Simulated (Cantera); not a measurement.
Feed: 1 mol Si₃N₄, 0.1 mol C, 0.014 mol H₂, equilibrated at 1.60 Pa.

Equilibrium computed with Cantera from the NASA thermochemical tables; the gas is ideal and each condensed phase is pure. Candidate condensed phases: C, C₆H₆, C₇H₈, C₈H₁₈, Si, SiC, Si₃N₄; 105 gas species. The tables' values for SiN are old estimates; treat these amounts as uncertain. The numbers say what is thermodynamically allowed, not how fast it happens.

x: gas mole fraction; nothing condenses.

```tsv
T (K)	x Si	x N₂	x Si₂C	x SiC₂	x C	x CN	x H
2025	0.572	0.404	0.0146	0.00275	1.04e-6	3.98e-5	0.00536
2075	0.576	0.402	0.0103	0.00484	3.44e-6	8.75e-5	0.00545
2125	0.580	0.400	[?]	[?]	[?]	[?]	0.00549
2175	0.583	0.399	0.00399	0.00780	2.38e-5	0.000285	0.00551
2225	0.584	0.398	0.00238	0.00847	5.49e-5	0.000461	0.00553
2275	0.585	0.398	[?]	0.00876	[?]	[?]	0.00554
2325	0.586	0.397	0.000851	0.00874	0.000246	0.00107	0.00554
2375	0.586	0.397	0.000513	0.00846	0.000486	0.00155	0.00554
2425	0.587	0.396	0.000309	0.00791	0.000916	0.00217	0.00554
2475	0.587	0.395	0.000186	0.00706	0.00164	0.00293	0.00554
2525	0.587	0.394	0.000110	0.00591	0.00278	0.00377	0.00553
2575	0.587	0.393	6.37e-5	0.00454	0.00440	0.00460	0.00552
2625	0.587	0.391	3.54e-5	0.00314	0.00647	0.00524	0.00551
2675	0.587	0.390	1.88e-5	0.00192	0.00875	0.00556	0.00550
```

Problem. Complete the blanks.

Solution. 
- 2275, x Si₂C: 0.00142
- 2275, x C: 0.000119
- 2275, x CN: 0.000715
- 2125, x Si₂C: 0.00657
- 2125, x SiC₂: 0.00661
- 2125, x C: 9.58e-6
- 2125, x CN: 0.000165
